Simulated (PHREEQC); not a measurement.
A PHREEQC speciation (ion-association model, phreeqc.dat) at 25 °C gives pH 0.78 and these molalities:

```json
[
 {"species": "H+", "mol/kgw": "0.210"},
 {"species": "HSO4-", "mol/kgw": "0.167"},
 {"species": "SO4-2", "mol/kgw": "0.0288"},
 {"species": "FeHSO4+2", "mol/kgw": "0.00364"},
 {"species": "FeSO4+", "mol/kgw": "0.00336"},
 {"species": "Cu+2", "mol/kgw": "0.00180"},
 {"species": "CuSO4", "mol/kgw": "0.000801"},
 {"species": "Fe(SO4)2-", "mol/kgw": "0.000550"},
 {"species": "Fe+3", "mol/kgw": "0.000248"},
 {"species": "FeOH+2", "mol/kgw": "4.14e-6"}
]
```

Task: What are the element totals, and what could have been dissolved in 1 kg of water to give them?

Result: This is not unique; one that fits is totals Cu(2) 0.00260, Fe(3) 0.00780, S(6) 0.204 mol/kgw, from 190 mmol/kgw H2SO4, 2.6 mmol/kgw CuSO4 and 3.9 mmol/kgw Fe2(SO4)3.

Precipitation was switched off in this run.
